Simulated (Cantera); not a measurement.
A closed system holds: 1 mol Si, 1.9 mol HCl, equilibrated at 625 K and 750 Pa.

Equilibrium computed with Cantera from the NASA thermochemical tables; the gas is ideal and each condensed phase is pure. Candidate condensed phases: Si; 19 gas species. Kinetics and transport are ignored.

**Question.** What is the equilibrium state?

**Answer.** 
```json
{
  "x(H2)": "0.654",
  "x(SiCl4)": "0.308",
  "x(SiHCl3)": "0.0380",
  "x(HCl)": "0.000256",
  "x(SiH2Cl2)": "0.000254",
  "x(SiCl3)": "4.08e-6",
  "n(Si(s))": "0.511 mol",
  "gas_amount": "1.411 mol"
}
```
